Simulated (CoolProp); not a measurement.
Properties of acetone at several states.

The numbers come from the reference Helmholtz-energy equation of state, Lemmon 2006 in CoolProp. It is a short technical equation, of lower accuracy than the large ones.

```
T (K)  p (kPa)   phase  cp (kJ/(kg K))  isothermal compressibility (1/MPa)  expansivity (1/kK)
-----  -------  ------  --------------  ----------------------------------  ------------------
257.4     26.5  liquid           2.061                           0.0009077                 [?]
393.5    17200  liquid           2.358                            0.002365                 [?]
303.2     2820  liquid           2.149                                 [?]               1.413
265.3     1030  liquid           2.072                           0.0009599                 [?]
```

Question: Fill in the missing entries.

Answer: 
- 257.4, expansivity (1/kK): 1.290
- 393.5, expansivity (1/kK): 1.619
- 303.2, isothermal compressibility (1/MPa): 0.001311
- 265.3, expansivity (1/kK): 1.303
